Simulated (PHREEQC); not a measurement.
0.016 g of hydrous ferric oxide (600 m²/g; 0.2 weak and 0.005 strong sites per Fe, Dzombak-Morel constants, diffuse double layer) in 1 kg of water with 0.05 mol/kgw of an inert sodium salt and 0.11 mmol/kgw ZnSO4, at 25 °C; the pH is set by adding NaOH or the inert anion's acid. O2 is buffered at 0.21 atm. No CO2 enters from the air. Nothing may precipitate in this run.

Base run: PHREEQC, ion-association model, wateq4f.dat. Each further column changes one thing. The table gives Zn sorbed (%).

| pH | base | no electrostatic term (-no_edl) | background salt from 0.05 to 0.005 mol/kgw | oxide from 0.016 to 0.08 g/kgw | 3.4e-05 mol/kgw MgCl2 added |
|---|---|---|---|---|---|
| 3 | 0.0 | 0.0 | 0.0 | 0.0 | 0.0 |
| 4.5 | 0.0 | 0.0 | 0.0 | 0.1 | 0.0 |
| 5.5 | 0.6 | 0.7 | 0.6 | 2.7 | 0.6 |
| 7 | 7.3 | 20.1 | 8.2 | 31.5 | 7.3 |
| 8.5 | 17.4 | 32.8 | 16.4 | 78.1 | 17.4 |
| 9.5 | 16.5 | 27.2 | 16.1 | 76.8 | 15.7 |
| 11 | 13.9 | 0.9 | 15.1 | 64.4 | 1.3 |

In at least one series the solution becomes supersaturated in solids that the run did not let form, among them Zincite(c), Zn4(OH)6SO4. The oxide is taken as insoluble; below pH 4 it would dissolve.
